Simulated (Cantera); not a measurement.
A Cantera script and its output.

```python
import numpy as np
import cantera as ct

gas = ct.Solution("h2o2.yaml")
gas.TPX = 650, 90000, {'H2': 1, 'O2': 0.588, 'N2': 2.59}
flame = ct.FreeFlame(gas, width=0.043)
flame.set_refine_criteria(ratio=3, slope=0.08, curve=0.16)
flame.transport_model = "mixture-averaged"
flame.solve(loglevel=0, auto=True)
z, T = flame.grid, flame.T
thick = (T[-1] - T[0]) / np.gradient(T, z).max()
show = ['H2', 'O2', 'H2O', 'OH', 'O', 'H2O2']
print(f"laminar burning velocity  {flame.velocity[0] * 100:.3f} cm/s")
print(f"burnt temperature         {T[-1]:.1f} K")
print(f"thermal thickness         {thick * 1e3:.4f} mm")
print(f"grid points               {len(z)}")
z0 = z[flame.heat_release_rate.argmax()]
print(f"{'z/mm':>9s}{'T/K':>9s}{'u/(m/s)':>9s}" + "".join(f"{s:>11s}" for s in show))
rows = []
for k in (-3, -2, -1.5, -1, -0.5, -0.25, 0, 0.25, 0.5, 1, 2, 4, 8):
    zz = z0 + k * thick
    rows.append([k * thick, np.interp(zz, z, T), np.interp(zz, z, flame.velocity),
                 *(np.interp(zz, z, flame.X[gas.species_index(s)]) for s in show)])
    print(f"{rows[-1][0] * 1e3:9.3f}{rows[-1][1]:9.1f}{rows[-1][2]:9.3f}" + "".join(f"{x:11.3e}" for x in rows[-1][3:]))
```

Output:

```
laminar burning velocity  661.588 cm/s
burnt temperature         2331.4 K
thermal thickness         0.5766 mm
grid points               129
     z/mm      T/K  u/(m/s)         H2         O2        H2O         OH          O       H2O2
   -1.730    650.0    6.616  2.393e-01  1.407e-01  1.186e-13  2.616e-18  5.150e-17  9.895e-16
   -1.153    650.0    6.616  2.393e-01  1.407e-01  1.951e-11  3.463e-15  6.369e-14  3.733e-14
   -0.865    650.0    6.616  2.393e-01  1.407e-01  1.298e-09  8.558e-13  1.363e-11  3.736e-12
   -0.577    650.0    6.616  2.393e-01  1.407e-01  2.384e-07  5.861e-10  4.308e-09  1.216e-09
   -0.288    662.3    6.714  2.355e-01  1.409e-01  6.775e-04  4.086e-05  8.625e-06  2.577e-06
   -0.144    821.6    8.168  2.072e-01  1.369e-01  1.548e-02  6.148e-04  3.142e-04  9.089e-06
    0.000   1212.6   11.686  1.160e-01  1.017e-01  9.179e-02  3.384e-03  5.224e-03  4.929e-06
    0.144   1508.6   14.353  4.469e-02  5.401e-02  1.746e-01  9.042e-03  1.195e-02  3.093e-06
    0.288   1651.9   15.606  3.130e-02  4.169e-02  1.961e-01  1.192e-02  1.281e-02  1.812e-06
    0.577   1804.4   16.886  2.794e-02  3.695e-02  2.078e-01  1.406e-02  1.107e-02  9.398e-07
    1.153   1954.7   18.102  2.425e-02  3.343e-02  2.195e-01  1.508e-02  8.409e-03  5.152e-07
    2.306   2090.4   19.166  1.899e-02  3.022e-02  2.321e-01  1.470e-02  5.715e-03  3.219e-07
    4.613   2201.1   20.012  1.314e-02  2.758e-02  2.439e-01  1.299e-02  3.470e-03  2.285e-07
```

Detailed kinetics in Cantera: the H2/O2 subset of GRI-Mech 3.0, which has no nitrogen chemistry. Burning velocities carry a grid error of a few per cent, more on coarse grids.
